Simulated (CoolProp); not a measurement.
Aqueous ethylene glycol as a coolant, 22 % by mass, freezing at -9.1 °C, 1 atm.

The numbers come from the Melinder's fits for secondary coolants in CoolProp.

```csv
T (°C),conductivity (W/(m K)),viscosity (mPa s),cp (kJ/(kg K)),Prandtl number
-5,___,4.09,3.813,___
-1.2,0.475,3.53,3.820,28.4
2.5,0.479,3.08,3.828,24.6
6.3,0.484,2.70,3.835,21.4
10,0.488,2.38,3.843,18.8
13.8,0.492,2.11,___,16.5
17.5,0.496,1.89,3.858,14.7
21.3,0.500,1.69,3.866,13.1
25,0.504,1.53,3.873,11.7
28.8,0.508,1.38,3.881,10.6
32.5,0.512,1.26,3.888,9.58
36.3,0.516,1.15,___,8.72
```

### Question
What belongs in the gaps?

### Answer

- -5, conductivity (W/(m K)): 0.470
- -5, Prandtl number: 33.1
- 13.8, cp (kJ/(kg K)): 3.850
- 36.3, cp (kJ/(kg K)): 3.896
